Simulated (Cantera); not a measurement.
## Si₃N₄ + Cl₂ + H₂ (nitride etching)

Input: 1 mol Si₃N₄, 44 mol Cl₂, 26 mol H₂, at 2023.15 K and 0.360 bar.

Cantera equilibrium calculation (NASA polynomials, part measured and part estimated; ideal gas, pure solids and liquids). Candidate condensed phases: NH₄Cl, Si, Si₃N₄; 28 gas species. The tables' values for SiCl₃ are old estimates; treat these amounts as uncertain. Equilibrium is a limit: real reactors are often held back by kinetics, nucleation or transport.

* **x(HCl)**: 0.661
* **x(Cl)**: 0.243
* **x(SiCl₄)**: 0.0355
* **x(Cl₂)**: 0.0327
* **x(N₂)**: 0.0254
* **x(SiCl₃)**: 0.00244
* **x(SiCl₂)**: 0.000186
* **x(H₂)**: 4.11e-5
* **x(H)**: 2.03e-5
* **gas amount**: 78.65 mol
* **log10 activity of Si(l) (absent)**: -8.13
